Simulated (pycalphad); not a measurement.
CALPHAD calculation (pycalphad, COST 507 light-alloy database (1999)), 1 atm. These are 1990s assessments: newer ones move some temperatures and phases.

## Si-39.75Sn (wt.%): equilibrium cooling sequence

```tsv
T (K)	phases above	phases below
1648.8	LIQUID	DIAMOND_A4 + LIQUID
505.1	DIAMOND_A4 + LIQUID	BCT_A5 + DIAMOND_A4
```

Changes were sought between steps of 75 K, so a narrower field can be missed.

DIAMOND_A4 is diamond (Si); BCT_A5 is bct (Sn).
